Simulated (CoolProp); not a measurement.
Saturation properties of n-perfluorobutane.

Computed with CoolProp (reference Helmholtz-energy equation of state, Gao 2022).

| T (°C) | p (MPa) | enthalpy of vaporisation (kJ/kg) | vapour Z |
|---|---|---|---|
| -44.05 | [?] | [?] | [?] |
| -30.95 | 0.02663 | 106.7 | 0.9826 |
| -17.75 | 0.05133 | 102.6 | 0.9713 |
| -4.65 | 0.09107 | 98.46 | 0.9559 |
| 8.45 | 0.1515 | 94.08 | 0.9356 |
| 21.65 | [?] | 89.38 | 0.9098 |
| 34.75 | 0.3612 | [?] | 0.8779 |
| 47.95 | 0.5256 | 78.66 | 0.8386 |
| 61.05 | 0.7388 | 72.27 | 0.7909 |
| 74.15 | 1.011 | 64.73 | 0.7318 |

Question: Some entries are withheld; supply them.

Answer: 
- -44.05, p (MPa): 0.01263
- -44.05, enthalpy of vaporisation (kJ/kg): 110.7
- -44.05, vapour Z: 0.9902
- 21.65, p (MPa): 0.2397
- 34.75, enthalpy of vaporisation (kJ/kg): 84.31

It boils at -2.0 °C under 1 atm.
